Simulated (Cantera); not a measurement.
**Thermodynamics of carbothermic reduction, feed CuO + C + CO**

Feed: 1 mol CuO, 3.2 mol C, 0.57 mol CO, equilibrated at 10.0 Torr.

Equilibrium computed with Cantera from the NASA thermochemical tables; the gas is ideal and each condensed phase is pure. Candidate condensed phases: C, Cu, CuO, Cu2O; 15 gas species. Equilibrium is a limit: real reactors are often held back by kinetics, nucleation or transport.

```tsv
T (°C)	log p CO	log p Cu	log p CO2	log p Cu2	log p C	log p C3	log p C2O	n C(graphite)	n Cu(s)	n Cu(l)
802	-1.88	-9.59	-4.62	<-13	<-13	<-13	<-13	2.20	1.00	0
902	-1.88	-8.22	-5.32	-12.89	<-13	<-13	<-13	2.20	1.000	0
1002	-1.88	-7.06	-5.90	-11.26	<-13	<-13	<-13	2.20	1.000	0
1102	-1.88	-6.08	-6.40	-9.88	<-13	<-13	<-13	2.20	0	1.000
1202	-1.88	-5.27	-6.83	-8.75	<-13	<-13	<-13	2.20	0	0.999
1302	-1.88	-4.56	-7.20	-7.77	<-13	<-13	-13.43	2.20	0	0.997
1402	-1.88	-3.94	-7.53	-6.91	<-13	<-13	-12.64	2.20	0	0.986
1502	-1.89	-3.39	-7.84	-6.16	-12.89	-13.28	-11.93	2.20	0	0.951
1602	-1.92	-2.91	-8.15	-5.49	-11.76	-11.99	-11.33	2.20	0	0.838
1702	-2.00	-2.47	-8.55	-4.89	-10.75	-10.83	-10.84	2.20	0	0.457
```
log p: log10 of the partial pressure in bar; n: condensed amount in mol.

From 802 °C to 1002 °C the condensed part is C(graphite) + Cu(s). From 1102 °C to 1702 °C the condensed part is C(graphite) + Cu(l). The main Cu-bearing gas is Cu throughout.
